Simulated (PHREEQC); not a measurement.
Solution (25 °C and 300 atm): 0.22 mol Ca(NO3)2, 0.00011 mol KBr and 0.00021 mol Li2SO4 per kg of water. Closed to the air; pH follows from the charge balance.

Computed with PHREEQC (ion-association model, phreeqc.dat).

No solid was allowed to form.

Question: Predict the activity of water, specific conductance, density.

Answer: activity of water 0.989; specific conductance 33900 µS/cm; density 1.036 g/cm³.

Question: In which forms is S present?

Answer: CaSO4 60 %, SO4-2 40 % of the S.

Under pressure, the constants of complexes without a molar volume in the database are unreliable.
